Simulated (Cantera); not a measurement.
Feed: 1 mol AlBr3, 10 mol O2, 890 mol H2, at 710 Pa.

Cantera equilibrium calculation (NASA polynomials, part measured and part estimated; ideal gas, pure solids and liquids). Candidate condensed phases: Al, AlBr3, Al2O3, Br2, H2O; 25 gas species. The numbers say what is thermodynamically allowed, not how fast it happens.

x: gas mole fraction; n: condensed amount in mol.

```json
[
 {"T (K)": "700", "x H2": "0.976", "x H2O": "0.0208", "x H": "<1e-12", "x HBr": "0.00337", "x Br": "6.38e-11", "x OH": "<1e-12", "x AlBr": "<1e-12", "n Al2O3(s)": "0.500"},
 {"T (K)": "800", "x H2": "0.976", "x H2O": "0.0208", "x H": "3.40e-11", "x HBr": "0.00337", "x Br": "1.63e-9", "x OH": "<1e-12", "x AlBr": "<1e-12", "n Al2O3(s)": "0.500"},
 {"T (K)": "900", "x H2": "0.976", "x H2O": "0.0208", "x H": "1.37e-9", "x HBr": "0.00337", "x Br": "2.05e-8", "x OH": "<1e-12", "x AlBr": "<1e-12", "n Al2O3(s)": "0.500"},
 {"T (K)": "1000", "x H2": "0.976", "x H2O": "0.0208", "x H": "2.66e-8", "x HBr": "0.00336", "x Br": "1.56e-7", "x OH": "1.25e-12", "x AlBr": "<1e-12", "n Al2O3(s)": "0.500"},
 {"T (K)": "1100", "x H2": "0.976", "x H2O": "0.0208", "x H": "3.03e-7", "x HBr": "0.00336", "x Br": "8.22e-7", "x OH": "2.87e-11", "x AlBr": "<1e-12", "n Al2O3(s)": "0.500"},
 {"T (K)": "1200", "x H2": "0.976", "x H2O": "0.0208", "x H": "___", "x HBr": "0.00336", "x Br": "___", "x OH": "___", "x AlBr": "<1e-12", "n Al2O3(s)": "0.500"},
 {"T (K)": "1300", "x H2": "0.976", "x H2O": "0.0208", "x H": "1.30e-5", "x HBr": "0.00335", "x Br": "1.07e-5", "x OH": "3.60e-9", "x AlBr": "<1e-12", "n Al2O3(s)": "0.500"},
 {"T (K)": "1400", "x H2": "0.976", "x H2O": "0.0208", "x H": "5.70e-5", "x HBr": "0.00334", "x Br": "2.94e-5", "x OH": "2.41e-8", "x AlBr": "2.39e-11", "n Al2O3(s)": "0.500"},
 {"T (K)": "1500", "x H2": "0.976", "x H2O": "0.0207", "x H": "0.000206", "x HBr": "0.00329", "x Br": "7.00e-5", "x OH": "1.25e-7", "x AlBr": "4.14e-10", "n Al2O3(s)": "0.500"},
 {"T (K)": "1600", "x H2": "0.975", "x H2O": "0.0207", "x H": "0.000637", "x HBr": "0.00322", "x Br": "0.000148", "x OH": "5.31e-7", "x AlBr": "4.90e-9", "n Al2O3(s)": "0.500"},
 {"T (K)": "1700", "x H2": "0.974", "x H2O": "0.0207", "x H": "0.00173", "x HBr": "0.00308", "x Br": "0.000281", "x OH": "1.90e-6", "x AlBr": "4.20e-8", "n Al2O3(s)": "0.500"},
 {"T (K)": "1800", "x H2": "0.972", "x H2O": "0.0207", "x H": "0.00419", "x HBr": "0.00287", "x Br": "0.000483", "x OH": "5.89e-6", "x AlBr": "2.72e-7", "n Al2O3(s)": "0.500"},
 {"T (K)": "1900", "x H2": "0.967", "x H2O": "0.0206", "x H": "___", "x HBr": "___", "x Br": "___", "x OH": "___", "x AlBr": "___", "n Al2O3(s)": "0.499"},
 {"T (K)": "2000", "x H2": "0.957", "x H2O": "0.0205", "x H": "0.0189", "x HBr": "0.00225", "x Br": "0.00108", "x OH": "4.04e-5", "x AlBr": "5.61e-6", "n Al2O3(s)": "0.494"}
]
```

**Question.** What belongs in the gaps?

**Answer.** 
- 1900, x H: 0.00926
- 1900, x HBr: 0.00259
- 1900, x Br: 0.000754
- 1900, x OH: 1.62e-5
- 1900, x AlBr: 1.38e-6
- 1200, x H: 2.31e-6
- 1200, x Br: 3.30e-6
- 1200, x OH: 3.93e-10
